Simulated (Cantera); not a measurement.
Catalytic combustion on Pt

An isothermal plug-flow reactor at 625 K and 0.987 atm (inlet), inlet velocity 0.51 m/s, active area per volume 1000 1/m; feed H2 : O2 : N2 = 0.0024 : 0.039 : 0.79 (molar parts), equivalence ratio 0.031.

Cantera simulation using Deutschmann's 1995 Pt surface mechanism with GRI-Mech 3.0 gas chemistry; the numbers are that mechanism's predictions, not measurements. Catalytic surfaces can have several steady states; this one follows from the mechanism file's or the stated starting coverage. Mass transfer to the wall is taken as infinitely fast.

| z (m) | x H2 | x O2 | x H2O | θ free Pt | θ O* | θ OH* |
|---|---|---|---|---|---|---|
| 0.00018 | 0.00137 | 0.0462 | 0.00152 | 0.0498 | 0.947 | 0.00340 |
| 0.00039 | 0.000843 | 0.0459 | 0.00205 | 0.0310 | 0.966 | 0.00291 |
| 0.00085 | 0.000456 | 0.0457 | 0.00243 | 0.0170 | 0.981 | 0.00228 |
| 0.0018 | 0.000231 | 0.0456 | 0.00266 | 0.00901 | 0.989 | 0.00171 |
| 0.0039 | 0.000104 | 0.0456 | 0.00279 | 0.00486 | 0.994 | 0.00128 |
| 0.0085 | 3.78e-5 | 0.0455 | 0.00285 | 0.00307 | 0.996 | 0.00102 |
| 0.018 | 8.48e-6 | 0.0455 | 0.00288 | 0.00244 | 0.997 | 0.000916 |
x: gas mole fraction; θ: surface coverage.
